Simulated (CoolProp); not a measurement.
Vapour-liquid equilibrium of p-xylene (1) + n-undecane (2) at 224.35 °C; x and y are mole fractions of (1).

The numbers come from the multi-fluid Helmholtz-energy mixture model, Zhou 2012 and Aleksandrov 2011; pair parameters Bell 2016 in CoolProp.

Q: Give the bubble pressure and the first vapour's composition at x = 0.65, 0.75, 0.95. Is there an azeotrope?

A: x = 0.65: 471.3 kPa, y = 0.837; x = 0.75: 519.8 kPa, y = 0.893; x = 0.95: 620.9 kPa, y = 0.982. No azeotrope shows between x = 0.05 and 0.95.

Pair parameters are fitted to limited data, so mixtures are less certain than the pure fluids.
